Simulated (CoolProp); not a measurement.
Saturation properties of R134a (Tc = 374.2 K, pc = 4.059 MPa, ω = 0.327).

Computed with CoolProp (reference Helmholtz-energy equation of state, Tillner-Roth 1994).

```tsv
T (K)	p (MPa)	liquid density (kg/m³)	liquid viscosity (µPa s)
211.9	0.01466	1478	677
219	0.02299	1458	593
226.1	0.03488	1438	524
233.1	0.05107	1418	467
240.2	0.07319	1397	419
247.3	0.1024	1376	377
254.4	0.1401	1354	342
261.5	0.1879	1332	310
268.6	0.2475	1310	283
275.7	0.3208	1286	258
282.8	0.4098	1262	236
289.9	0.5164	1237	216
297	0.6429	1211	198
304.1	0.7914	1184	181
311.1	0.9618	1155	166
```

It boils at 247.1 K under 1 atm.

Viscosity comes from a separate model (Huber 2003), an estimate that may be off by 10 % or more.
